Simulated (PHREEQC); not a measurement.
Solution (20 °C): 0.0002 mol Ca(HCO3)2, 0.0027 mol CO2 and 7.2e-07 mol H4SiO4 per kg of water. Closed to the air; pH follows from the charge balance.

Model: ion-association model, phreeqc.dat, run in PHREEQC.

| Property | Value |
|---|---|
| pH | 5.54 |
| ionic strength | 0.000601 mol/kgw |
| total alkalinity | 0.400 meq/kg |

```tsv
species	molality	activity	log γ
CO2	0.00270	0.00270	0.000
HCO3-	0.000402	0.000391	-0.012
Ca+2	0.000199	0.000179	-0.048
H+	2.94e-6	2.86e-6	-0.012
CaHCO3+	8.41e-7	8.18e-7	-0.012
H4SiO4	7.20e-7	7.20e-7	0.000
(CO2)2	1.13e-7	1.13e-7	0.000
CO3-2	6.42e-9	5.76e-9	-0.048
OH-	2.46e-9	2.39e-9	-0.012
CaCO3	1.58e-9	1.58e-9	0.000
```

No solid was allowed to form.
